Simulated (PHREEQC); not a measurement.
Solution (25 °C): 0.11 mol/kgw Ni(NO3)2 and 0.96 mol/kgw KCl. Closed to the air; pH follows from the charge balance.

Computed with PHREEQC (ion-association model, wateq4f.dat).

```yaml
pH: 5.81
ionic_strength: 1.12 mol/kgw
activity_of_water: 0.963
```

```
species  molality  activity   log γ
-------  --------  --------  ------
K+          0.960     0.570  -0.227
Cl-         0.859     0.510  -0.227
NO3-        0.220     0.120  -0.264
Ni+2       0.0444    0.0193  -0.362
NiCl2      0.0352    0.0457   0.112
NiCl+      0.0304    0.0247  -0.091
H+        2.07e-6   1.53e-6  -0.131
NiOH+     2.06e-6   1.67e-6  -0.091
```

Precipitation was switched off in this run. Ionic strength above about 0.7 mol/kgw puts this run outside the model's range. Complexes and solids missing from the database can't appear.
